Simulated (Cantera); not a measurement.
A Cantera script and what it prints.

```python
import numpy as np
import cantera as ct

gas_names = """
    CL CL2 H HCL H2 N NH NH2 NH3 N2 N2H2 N2H4 Si SiCL SiCL2 SiCL3 SiCL4 SiH SiHCL3 SiH2 SiH2CL2 SiH3
    SiH3CL SiH4 SiN Si2 Si2N Si3
""".split()
cond_names = """
    NH4CL(a) NH4CL(b) Si(cr) Si(L) Si3N4(a)
""".split()


# ... load() reads the species with a 1 bar reference pressure and builds the phases ...
atoms = {
    'SiCl4': {'Si': 1, 'CL': 4},
    'NH3': {'N': 1, 'H': 3},
    'H2': {'H': 2},
    'N2': {'N': 2},
}
top_T = {'Si3N4(a)': 2400}  # K; cautious upper limits of use, not melting points


# ... equilibrate(T, P, feed) seeds the gas with the atoms and calls Mixture.equilibrate('TP', solver="vcs", rtol=1e-11, max_steps=5000) ...
results = []
feed = {'SiCl4': 1, 'NH3': 2.9, 'H2': 0.1, 'N2': 39}  # mol
P = 10000  # Pa
for T in [775, 875, 975, 1075, 1175, 1275, 1375, 1475, 1575, 1675, 1775, 1875, 1975]:
    mix = equilibrate(T, P, feed)
    results.append((T, P, feed, dict(zip(mix.species_names, mix.species_moles))))
    x = sorted(zip(gas.X, gas.species_names), reverse=True)
    print(f"T = {T:g} K  P = {P:g} Pa  gas = {mix.phase_moles(0):.4g} mol")
    print("   x: " + "  ".join(f"{s} {v:.3e}" for v, s in x if v > 1e-05))
    print("   condensed (mol): " + ("  ".join(f"{mix.phase(i).name} {mix.phase_moles(i):.4g}"
          for i in range(1, mix.n_phases) if mix.phase_moles(i) > 1e-12) or "none"))
```

Result:

```
T = 775 K  P = 10000 Pa  gas = 46.18 mol
   x: N2 8.640e-01  HCL 7.172e-02  H2 6.050e-02  SiCL4 3.725e-03
   condensed (mol): Si3N4(a) 0.276
T = 875 K  P = 10000 Pa  gas = 46.19 mol
   x: N2 8.630e-01  HCL 7.587e-02  H2 5.840e-02  SiCL4 2.679e-03
   condensed (mol): Si3N4(a) 0.292
T = 975 K  P = 10000 Pa  gas = 46.2 mol
   x: N2 8.624e-01  HCL 7.855e-02  H2 5.703e-02  SiCL4 1.998e-03
   condensed (mol): Si3N4(a) 0.3024
T = 1075 K  P = 10000 Pa  gas = 46.21 mol
   x: N2 8.620e-01  HCL 8.032e-02  H2 5.613e-02  SiCL4 1.543e-03  SiHCL3 1.340e-05
   condensed (mol): Si3N4(a) 0.3092
T = 1175 K  P = 10000 Pa  gas = 46.21 mol
   x: N2 8.617e-01  HCL 8.148e-02  H2 5.554e-02  SiCL4 1.226e-03  SiCL3 3.107e-05  SiHCL3 1.971e-05
   condensed (mol): Si3N4(a) 0.3135
T = 1275 K  P = 10000 Pa  gas = 46.22 mol
   x: N2 8.615e-01  HCL 8.208e-02  H2 5.522e-02  SiCL4 9.886e-04  SiCL3 9.941e-05  SiCL2 6.503e-05  SiHCL3 2.685e-05
   condensed (mol): Si3N4(a) 0.3152
T = 1375 K  P = 10000 Pa  gas = 46.23 mol
   x: N2 8.614e-01  HCL 8.175e-02  H2 5.536e-02  SiCL4 7.792e-04  SiCL2 3.890e-04  SiCL3 2.568e-04  SiHCL3 3.366e-05
   condensed (mol): Si3N4(a) 0.3109
T = 1475 K  P = 10000 Pa  gas = 46.28 mol
   x: N2 8.615e-01  HCL 7.920e-02  H2 5.653e-02  SiCL2 1.681e-03  SiCL4 5.462e-04  SiCL3 5.194e-04  SiHCL3 3.689e-05  CL 1.107e-05
   condensed (mol): Si3N4(a) 0.2904
T = 1575 K  P = 10000 Pa  gas = 46.39 mol
   x: N2 8.616e-01  HCL 7.245e-02  H2 5.966e-02  SiCL2 5.107e-03  SiCL3 7.541e-04  SiCL4 2.914e-04  H 3.210e-05  SiHCL3 3.202e-05  CL 3.097e-05
   condensed (mol): Si3N4(a) 0.2377
T = 1675 K  P = 10000 Pa  gas = 46.58 mol
   x: N2 8.620e-01  H2 6.485e-02  HCL 6.125e-02  SiCL2 1.089e-02  SiCL3 7.562e-04  SiCL4 1.091e-04  H 9.350e-05  CL 6.895e-05  SiHCL3 2.083e-05
   condensed (mol): Si3N4(a) 0.1504
T = 1775 K  P = 10000 Pa  gas = 46.79 mol
   x: N2 8.623e-01  H2 7.079e-02  HCL 4.836e-02  SiCL2 1.755e-02  SiCL3 5.693e-04  H 2.435e-04  CL 1.278e-04  SiCL4 3.125e-05  SiCL 2.105e-05  SiHCL3 1.078e-05
   condensed (mol): Si3N4(a) 0.04961
T = 1875 K  P = 10000 Pa  gas = 46.91 mol
   x: N2 8.622e-01  H2 7.350e-02  HCL 4.214e-02  SiCL2 2.081e-02  H 5.620e-04  SiCL3 3.765e-04  CL 2.440e-04  SiCL 7.750e-05  Si 2.792e-05
   condensed (mol): none
T = 1975 K  P = 10000 Pa  gas = 46.94 mol
   x: N2 8.617e-01  H2 7.306e-02  HCL 4.229e-02  SiCL2 2.072e-02  H 1.170e-03  CL 5.059e-04  SiCL3 2.575e-04  SiCL 1.843e-04  Si 1.109e-04
   condensed (mol): none
```

Equilibrium computed with Cantera from the NASA thermochemical tables; the gas is ideal and each condensed phase is pure. The tables' values for SiCl3, SiCl are old estimates; treat these amounts as uncertain.
